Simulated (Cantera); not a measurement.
A closed system holds: 1 mol TiCl4, 0.45 mol O2, equilibrated at 0.790 bar.

These are equilibrium values from Cantera (NASA tables, ideal gas, pure condensed phases), not measurements of a reactor. Candidate condensed phases: Ti, TiCl2, TiCl3, TiCl4, TiO, TiO2, Ti2O3, Ti3O5, Ti4O7; 15 gas species. Condensed phases not in the tables: TiOCl. Rates play no part.

x: gas mole fraction; n: condensed amount in mol.

| T (K) | x Cl2 | x TiCl4 | x Cl | x O2 | n TiO2(rutile) |
|---|---|---|---|---|---|
| 625 | 0.621 | 0.379 | 4.64e-8 | ? | 0.450 |
| 725 | 0.621 | 0.379 | 1.22e-6 | ? | 0.450 |
| 825 | 0.621 | 0.379 | 1.46e-5 | ? | 0.450 |
| 925 | 0.621 | 0.379 | 0.000103 | ? | 0.450 |
| 1025 | 0.620 | 0.379 | 0.000496 | ? | 0.450 |
| 1125 | 0.619 | 0.379 | 0.00182 | ? | 0.450 |
| 1225 | 0.616 | 0.378 | 0.00539 | ? | 0.450 |
| 1325 | 0.610 | 0.377 | 0.0136 | ? | 0.450 |
| 1425 | 0.596 | 0.374 | 0.0298 | ? | 0.450 |
| 1525 | 0.572 | 0.369 | 0.0586 | ? | 0.449 |
| 1625 | 0.533 | 0.361 | 0.104 | ? | 0.448 |
| 1725 | 0.478 | 0.349 | 0.170 | ? | 0.446 |
| 1825 | 0.407 | 0.333 | 0.255 | ? | 0.443 |
| 1925 | 0.326 | 0.313 | 0.352 | ? | 0.440 |

Q: Complete the blanks.

A: 
- 625, x O2: 1.34e-12
- 725, x O2: 1.60e-10
- 825, x O2: 5.88e-9
- 925, x O2: 9.79e-8
- 1025, x O2: 9.32e-7
- 1125, x O2: 5.88e-6
- 1225, x O2: 2.71e-5
- 1325, x O2: 9.77e-5
- 1425, x O2: 0.000286
- 1525, x O2: 0.000697
- 1625, x O2: 0.00143
- 1725, x O2: 0.00248
- 1825, x O2: 0.00362
- 1925, x O2: 0.00443
